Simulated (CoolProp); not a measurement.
Saturated liquid density (kg/m³) of n-perfluorobutane: the reference equation beside estimates from Tc = 386.3 K, pc = 2.322 MPa, ω = 0.372. Rackett uses Z = 0.29056 − 0.08775 ω.

Model: reference Helmholtz-energy equation of state, Gao 2022, in CoolProp.

```
T (K)  reference  Rackett  van der Waals  Soave-Redlich-Kwong
-----  ---------  -------  -------------  -------------------
180.3       1911     2070           1149                 1760
190.2       1875     2038           1133                 1739
200         1841     2005           1117                 1717
209.8       1807     1972           1100                 1694
219.6       1774     1937           1083                 1669
229.5       1740     1902           1065                 1642
239.3       1706     1866           1047                 1614
249.1       1673     1829           1027                 1584
259         1639     1790           1007                 1551
268.8       1604     1751          985.9                 1517
```

Absolute difference from the reference over all 10 rows, mean and median: Rackett 9.1 and 9.2 %, van der Waals 39.0 and 38.9 %, Soave-Redlich-Kwong 6.1 and 5.8 %.
